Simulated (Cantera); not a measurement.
Standard-state values (1 bar) from the NASA 1993 polynomials, evaluated with Cantera. Values are per mole of reaction as written; species without (g) are pure solids or liquids, kept so even where they would boil at 1 bar. The tables' values for SiF₂ are old estimates.

Question: Between 1025 and 1475 K, where is each reaction favourable under standard conditions?
- 9 Si(g) + 4 NF₃(g) ⇌ 6 SiF₂(g) + Si₃N₄
- 9 F₂(g) + Si₃N₄ ⇌ 3 SiF₂(g) + 4 NF₃(g)

Answer: 
- 9 Si(g) + 4 NF₃(g) ⇌ 6 SiF₂(g) + Si₃N₄: ΔG° is -6850 kJ at 1025 K and -6424 kJ at 1475 K; it stays negative (K > 1). ΔH° is -7821 kJ and ΔS° -947 J/K at 1475 K.
- 9 F₂(g) + Si₃N₄ ⇌ 3 SiF₂(g) + 4 NF₃(g): ΔG° is -1412 kJ at 1025 K and -1351 kJ at 1475 K; it stays negative (K > 1). ΔH° is -1554 kJ and ΔS° -137 J/K at 1475 K.
